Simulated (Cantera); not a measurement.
An adiabatic, constant-pressure homogeneous reactor starts with CH4 : O2 : N2 = 1 : 4.55 : 17.1 (molar parts), equivalence ratio 0.44, at 1525 K and 0.250 bar. Integrator tolerance rtol = 1e-08.

Detailed kinetics in Cantera: GRI-Mech 3.0 (53 species, 325 reactions).

### Question
What does this change do: constant volume in place of constant pressure?

### Answer
| quantity | before | after |
|---|---|---|
| time of steepest temperature rise | 2.37 ms | 2.32 ms |
| temperature at 3.00 s | 2323 K | 2462 K |
| equilibrium temperature | 2323 K | 2462 K |
| x(CH4) at 3.00 s | <1e-12 (gas-phase equilibrium <1e-12) | <1e-12 (gas-phase equilibrium <1e-12) |
| x(O2) at 3.00 s | 0.105 (gas-phase equilibrium 0.105) | 0.102 (gas-phase equilibrium 0.102) |
| x(C2H2) at 3.00 s | <1e-12 (gas-phase equilibrium <1e-12) | <1e-12 (gas-phase equilibrium <1e-12) |
| x(C2H6) at 3.00 s | <1e-12 (gas-phase equilibrium <1e-12) | <1e-12 (gas-phase equilibrium <1e-12) |
| x(NO) at 3.00 s | 0.0113 (gas-phase equilibrium 0.0113) | 0.0146 (gas-phase equilibrium 0.0146) |
| x(CO) at 3.00 s | 0.00338 (gas-phase equilibrium 0.00338) | 0.00564 (gas-phase equilibrium 0.00564) |

### Question
What does this change do: O2 4.55 to 6.4 parts?

### Answer
```csv
quantity,before,after
time of steepest temperature rise,2.37 ms,1.87 ms
temperature at 3.00 s,2323 K,2275 K
equilibrium temperature,2323 K,2275 K
x(CH4) at 3.00 s,<1e-12 (gas-phase equilibrium <1e-12),<1e-12 (gas-phase equilibrium <1e-12)
x(O2) at 3.00 s,0.105 (gas-phase equilibrium 0.105),0.170 (gas-phase equilibrium 0.170)
x(C2H2) at 3.00 s,<1e-12 (gas-phase equilibrium <1e-12),<1e-12 (gas-phase equilibrium <1e-12)
x(C2H6) at 3.00 s,<1e-12 (gas-phase equilibrium <1e-12),<1e-12 (gas-phase equilibrium <1e-12)
x(NO) at 3.00 s,0.0113 (gas-phase equilibrium 0.0113),0.0126 (gas-phase equilibrium 0.0126)
x(CO) at 3.00 s,0.00338 (gas-phase equilibrium 0.00338),0.00187 (gas-phase equilibrium 0.00187)
```

### Question
What does this change do: initial temperature 1525 to 1725 K?

### Answer
```
quantity                                                            before                                    after
---------------------------------  ---------------------------------------  ---------------------------------------
time of steepest temperature rise                                  2.37 ms                                 0.619 ms
temperature at 3.00 s                                               2323 K                                   2438 K
equilibrium temperature                                             2323 K                                   2438 K
x(CH4) at 3.00 s                     <1e-12 (gas-phase equilibrium <1e-12)    <1e-12 (gas-phase equilibrium <1e-12)
x(O2) at 3.00 s                        0.105 (gas-phase equilibrium 0.105)      0.102 (gas-phase equilibrium 0.102)
x(C2H2) at 3.00 s                    <1e-12 (gas-phase equilibrium <1e-12)    <1e-12 (gas-phase equilibrium <1e-12)
x(C2H6) at 3.00 s                    <1e-12 (gas-phase equilibrium <1e-12)    <1e-12 (gas-phase equilibrium <1e-12)
x(NO) at 3.00 s                      0.0113 (gas-phase equilibrium 0.0113)    0.0140 (gas-phase equilibrium 0.0140)
x(CO) at 3.00 s                    0.00338 (gas-phase equilibrium 0.00338)  0.00620 (gas-phase equilibrium 0.00620)
```
